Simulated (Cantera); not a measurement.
Cantera run:

```python
import numpy as np
import cantera as ct

gas_names = """
    P2 O3 P4 P4O10
""".split()
cond_names = """
    P4O10(s)
""".split()


def load(file, names, dense=False):
    # The tables refer to 1 bar. Condensed volumes are neglected.
    table = {s.name: s for s in ct.Species.list_from_file(file)}
    out = []
    for n in names:
        d = dict(table[n].input_data)
        d["thermo"] = dict(d["thermo"], **{"reference-pressure": 1e5})
        if dense:
            d["equation-of-state"] = {"model": "constant-volume", "density": "1e6 g/cm^3"}
        out.append(ct.Species.from_dict(d))
    return out


species = {s.name: s for s in load("nasa_gas.yaml", gas_names) + load("nasa_condensed.yaml", cond_names)}
# Each term lists the table entries of one substance; the one whose range holds T is used.
reactions = {
    '6 P2(g) + 10 O3(g) = 3 P4O10':
        [(-6, ['P2']), (-10, ['O3']), (3, ['P4O10(s)'])],
    'P4(g) = 2 P2(g)':
        [(-1, ['P4']), (2, ['P2'])],
    '3 P4O10(g) = 3 P4(g) + 10 O3(g)':
        [(-3, ['P4O10']), (3, ['P4']), (10, ['O3'])],
}


def pick(names, T):
    return next(species[n] for n in names if species[n].thermo.min_temp <= T <= species[n].thermo.max_temp)


results = []
for label, terms in reactions.items():
    print(label)
    print("     T/K   dH/kJ  dS/(J/K)   dG/kJ   log10 K")
    for T in [548, 573, 598, 623, 648, 673]:
        used = [(nu, pick(names, T)) for nu, names in terms]
        dH = sum(nu * s.thermo.h(T) for nu, s in used) / 1e6
        dS = sum(nu * s.thermo.s(T) for nu, s in used) / 1e3
        dG = dH - T * dS / 1e3
        logK = -dG * 1e6 / (ct.gas_constant * T * np.log(10))
        results.append((label, T, dH, dS, dG, logK, [s.name for _, s in used]))
        print(f"{T:8g} {dH:8.1f} {dS:8.1f} {dG:8.1f} {logK:8.2f}")
```

It prints:

```
6 P2(g) + 10 O3(g) = 3 P4O10
     T/K   dH/kJ  dS/(J/K)   dG/kJ   log10 K
     548 -11270.9  -2923.8  -9668.7   921.59
     573 -11264.4  -2912.1  -9595.7   874.73
     598 -11257.4  -2900.2  -9523.1   831.81
     623 -11249.9  -2888.0  -9450.7   792.37
     648 -11242.0  -2875.5  -9378.7   755.99
     673 -11233.7  -2862.9  -9307.0   722.34
P4(g) = 2 P2(g)
     T/K   dH/kJ  dS/(J/K)   dG/kJ   log10 K
     548    226.9    152.8    143.2   -13.65
     573    226.7    152.5    139.4   -12.70
     598    226.6    152.2    135.6   -11.84
     623    226.4    151.9    131.8   -11.05
     648    226.2    151.6    128.0   -10.31
     673    226.0    151.3    124.2    -9.64
3 P4O10(g) = 3 P4(g) + 10 O3(g)
     T/K   dH/kJ  dS/(J/K)   dG/kJ   log10 K
     548  10299.9   2003.4   9202.0  -877.10
     573  10298.1   2000.3   9151.9  -834.27
     598  10296.3   1997.1   9102.0  -795.03
     623  10294.3   1993.9   9052.1  -758.95
     648  10292.3   1990.7   9002.3  -725.65
     673  10290.1   1987.5   8952.5  -694.83
```

Cantera with NASA thermochemical tables; ideal gases at 1 bar, condensed phases pure. Condensed species are held in their standard states even where they would react or evaporate.
